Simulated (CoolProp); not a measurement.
Model: reference Helmholtz-energy equation of state, Thol 2016, in CoolProp.

Task: Give the vapour pressure (kPa), liquid density (kg/m³), vapour density (kg/m³), enthalpy of vaporisation (kJ/kg) of saturated hexamethyldisiloxane (MM) at -8.05, 1.75, 50.55 °C.

Result: 
```
T (°C)  p (kPa)  liquid density (kg/m³)  vapour density (kg/m³)  enthalpy of vaporisation (kJ/kg)
------  -------  ----------------------  ----------------------  --------------------------------
-8.05     0.801                     794                  0.0591                               244
1.75       1.51                     784                   0.108                               239
50.55      18.0                     732                    1.10                               217
```
